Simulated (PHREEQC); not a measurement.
A solution holds 0.22 mol/kgw H2SO4, 0.00045 mol/kgw ZnSO4 and 0.072 mol/kgw Na2SO4, at 25 °C. Closed to the air; pH follows from the charge balance.

Equilibrium calculation in PHREEQC: ion-association model, phreeqc.dat.

This is a speciation only: nothing precipitates in the calculation.

Q: Order these Zn species by the share of Zn that they hold, largest first: Zn+2, Zn(SO4)2-2, ZnSO4.

A: Zn+2 (57 %), ZnSO4 (32 %), Zn(SO4)2-2 (11 %)

The pH is 0.80 and the ionic strength 0.391 mol/kgw.
